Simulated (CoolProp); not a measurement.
Properties of tetrahydrofuran along the isobar 0.0754 MPa (Tc = 540.2 K, pc = 5.304 MPa, ω = 0.234).

The numbers come from the reference Helmholtz-energy equation of state, Fiedler 2023 in CoolProp.

```
T (K)   phase  cp (kJ/(kg K))  cv (kJ/(kg K))  isothermal compressibility (1/MPa)  expansivity (1/kK)
-----  ------  --------------  --------------  ----------------------------------  ------------------
232.2  liquid           1.531           1.039                           0.0006050               1.106
256.2  liquid           1.589           1.083                           0.0007196               1.148
280.2  liquid           1.662           1.144                           0.0008651               1.200
304.3  liquid           1.746           1.217                            0.001053               1.267
328.3  liquid           1.840           1.297                            0.001300               1.350
352.3     gas           1.300           1.176                               13.52               3.002
376.3     gas           1.397           1.274                               13.47               2.783
400.3     gas           1.492           1.371                               13.43               2.596
424.4     gas           1.585           1.465                               13.40               2.434
448.4     gas           1.675           1.555                               13.38               2.292
472.4     gas           1.761           1.642                               13.36               2.167
496.4     gas           1.844           1.726                               13.35               2.056
```
